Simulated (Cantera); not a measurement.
Feed: 1 mol AlN, 1.5 mol H₂, 15 mol N₂, equilibrated at 0.00490 bar.

Method: chemical equilibrium by Gibbs-energy minimisation in Cantera with the NASA 1993 tables (ideal gas, pure condensed phases). Candidate condensed phases: Al, AlN; 13 gas species. Rates play no part.

Problem. Which condensed phases are stable at each of these points (T (K)): 748, 898, 1048, 1198, 1348, 1498, 1648, 1798, 1948, 2098?

Solution. 
```
T (K)  condensed phases  Al condensed (%)
-----  ----------------  ----------------
748              AlN(s)             100.0
898              AlN(s)             100.0
1048             AlN(s)             100.0
1198             AlN(s)             100.0
1348             AlN(s)             100.0
1498             AlN(s)             100.0
1648             AlN(s)             100.0
1798             AlN(s)              98.5
1948             AlN(s)              60.2
2098           gas only               0.0
```

From 748 K to 1948 K the condensed part is AlN(s). At 2098 K nothing is condensed.
